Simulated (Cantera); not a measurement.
A Cantera script and what it prints.

```python
import numpy as np
import cantera as ct

gas_names = """
    O2 B2O2 ZrO2 CO
""".split()
cond_names = """
    B(b) B(L) Zr(a) Zr(b) Zr(L) C(gr)
""".split()


# ... load() reads the species with a 1 bar reference pressure and builds the phases ...
species = {s.name: s for s in load("nasa_gas.yaml", gas_names) + load("nasa_condensed.yaml", cond_names)}
# Each term lists the table entries of one substance; the one whose range holds T is used.
reactions = {
    '2 B + O2(g) = B2O2(g)':
        [(-2, ['B(b)', 'B(L)']), (-1, ['O2']), (1, ['B2O2'])],
    'Zr + O2(g) = ZrO2(g)':
        [(-1, ['Zr(a)', 'Zr(b)', 'Zr(L)']), (-1, ['O2']), (1, ['ZrO2'])],
    '2 C + O2(g) = 2 CO(g)':
        [(-2, ['C(gr)']), (-1, ['O2']), (2, ['CO'])],
}


def pick(names, T):
    return next(species[n] for n in names if species[n].thermo.min_temp <= T <= species[n].thermo.max_temp)


results = []
for label, terms in reactions.items():
    print(label)
    print("     T/K   dH/kJ  dS/(J/K)   dG/kJ   log10 K")
    for T in [1400, 1500, 1600, 1700, 1800, 1900, 2000, 2100, 2200, 2300]:
        used = [(nu, pick(names, T)) for nu, names in terms]
        dH = sum(nu * s.thermo.h(T) for nu, s in used) / 1e6
        dS = sum(nu * s.thermo.s(T) for nu, s in used) / 1e3
        dG = dH - T * dS / 1e3
        logK = -dG * 1e6 / (ct.gas_constant * T * np.log(10))
        results.append((label, T, dH, dS, dG, logK, [s.name for _, s in used]))
        print(f"{T:8g} {dH:8.1f} {dS:8.1f} {dG:8.1f} {logK:8.2f}")
```

It prints:

```
2 B + O2(g) = B2O2(g)
     T/K   dH/kJ  dS/(J/K)   dG/kJ   log10 K
    1400   -461.5     20.7   -490.5    18.30
    1500   -462.4     20.1   -492.6    17.15
    1600   -463.4     19.5   -494.5    16.14
    1700   -464.4     18.9   -496.5    15.25
    1800   -465.5     18.2   -498.3    14.46
    1900   -466.6     17.6   -500.1    13.75
    2000   -467.8     17.0   -501.8    13.11
    2100   -469.1     16.4   -503.5    12.52
    2200   -470.4     15.8   -505.1    11.99
    2300   -471.8     15.2   -506.7    11.51
Zr + O2(g) = ZrO2(g)
     T/K   dH/kJ  dS/(J/K)   dG/kJ   log10 K
    1400   -298.7     14.8   -319.4    11.92
    1500   -299.6     14.2   -320.8    11.17
    1600   -300.5     13.6   -322.2    10.52
    1700   -301.6     12.9   -323.5     9.94
    1800   -302.7     12.3   -324.8     9.43
    1900   -304.0     11.6   -326.0     8.96
    2000   -305.4     10.9   -327.1     8.54
    2100   -306.9     10.1   -328.2     8.16
    2200   -329.9     -0.7   -328.4     7.80
    2300   -332.1     -1.7   -328.3     7.46
2 C + O2(g) = 2 CO(g)
     T/K   dH/kJ  dS/(J/K)   dG/kJ   log10 K
    1400   -229.1    172.3   -470.3    17.55
    1500   -230.4    171.4   -487.5    16.98
    1600   -231.9    170.5   -504.6    16.47
    1700   -233.3    169.6   -521.6    16.03
    1800   -234.8    168.7   -538.5    15.63
    1900   -236.3    167.9   -555.4    15.27
    2000   -237.8    167.1   -572.1    14.94
    2100   -239.4    166.4   -588.8    14.65
    2200   -241.0    165.6   -605.4    14.37
    2300   -242.7    164.9   -621.9    14.12
```

Source: NASA polynomial tables (part measured, part estimated), evaluated in Cantera. Condensed species are held in their standard states even where they would react or evaporate.
